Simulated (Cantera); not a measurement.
Charge: 1 mol MgCO3, 0.22 mol H2O, equilibrated at 1773.15 K and 100 Torr.

These are equilibrium values from Cantera (NASA tables, ideal gas, pure condensed phases), not measurements of a reactor. Candidate condensed phases: C, C6H6, C7H8, C8H18, H2O, Mg, MgCO3, MgO, Mg(OH)2; 116 gas species. Equilibrium is a limit: real reactors are often held back by kinetics, nucleation or transport.

Base state: CO2 0.811, H2O 0.179, CO 0.00615, O2 0.00314, OH 0.000453, H2 0.000366, H 1.49e-5, O 1.44e-5 (mole fractions); condensed: MgO(s).

What changes in the equilibrium state with this change: temperature from 1773.15 K to 1275 K?


```tsv
species	before	after
CO2	0.811	0.820
H2O	0.179	0.180
CO	0.00615	4.24e-5
O2	0.00314	2.36e-5
O	1.44e-5	1.49e-9
H	1.49e-5	4.78e-9
OH	0.000453	1.79e-6
MgO(s), mol	1.000	1.00
```
